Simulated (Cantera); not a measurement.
Charge: 1 mol Fe3O4, 0.78 mol CH4, 0.9 mol CO, held at 2225 K and 1 atm.

Method: chemical equilibrium by Gibbs-energy minimisation in Cantera with the NASA 1993 tables (ideal gas, pure condensed phases). Candidate condensed phases: C, C6H6, C7H8, C8H18, Fe, Fe(CO)5, FeO, Fe(OH)2, Fe(OH)3, Fe2O3, Fe3O4, H2O; 114 gas species. Each liquid is taken as pure. Mutual solubility and eutectic melting of coexisting phases are not modelled. The tables' stoichiometric FeO is somewhat more stable than real wüstite, so its field is too wide. FeO: taken at fixed stoichiometry. The numbers say what is thermodynamically allowed, not how fast it happens.

Base state: CO 0.473, H2 0.322, H2O 0.155, CO2 0.0425, H 0.00365, Fe 0.00343, OH 0.000255, Fe(OH)2 0.000150 (mole fractions); condensed: Fe(l) + FeO(l).

### Question
What changes in the equilibrium state with this change: CH4 from 0.78 to 4.9 mol?

### Answer
```tsv
species	before	after
H2	0.322	0.658
CO	0.473	0.331
H	0.00365	0.00522
H2O	0.155	1.16e-5
CO2	0.0425	1.09e-6
Fe	0.00343	0.00343
C2H2 (acetylene)	<1e-9	0.00193
Fe(OH)2	0.000150	<1e-9
CH4	1.37e-9	0.000109
FeO	5.35e-5	1.96e-9
OH	0.000255	1.34e-8
Fe(l), mol	0.414	2.95
FeO(l), mol	2.57	0
C(graphite), mol	0	0.841
```
Iron dissolves carbon and melts from about 1420 K in contact with it, which pure phases cannot show. Condensed phases not in the tables: cementite and carbon dissolved in iron.
